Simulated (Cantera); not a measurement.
Fe3O4 + H2 + H2O (hydrogen reduction and annealing atmospheres)

Feed: 1 mol Fe3O4, 2.3 mol H2, 0.034 mol H2O, equilibrated at 950 °C and 20.0 Pa.

Equilibrium computed with Cantera from the NASA thermochemical tables; the gas is ideal and each condensed phase is pure. Candidate condensed phases: Fe, FeO, Fe(OH)2, Fe(OH)3, Fe2O3, Fe3O4, H2O; 12 gas species. The tables' stoichiometric FeO is somewhat more stable than real wüstite, so its field is too wide. FeO: taken at fixed stoichiometry. The numbers say what is thermodynamically allowed, not how fast it happens.

The x(H2) is 0.557, the x(H2O) is 0.443 and the x(H) comes out as 1.59e-5. The n(FeO(s)) is 3.00 mol and the gas amount comes out as 2.334 mol. The log10 activity of Fe(γ) (absent) is -0.44 and the log10 activity of Fe(OH)2(s) (absent) comes out as -9.31. The log10 activity of Fe(OH)3(s) (absent) comes out as -16.20.
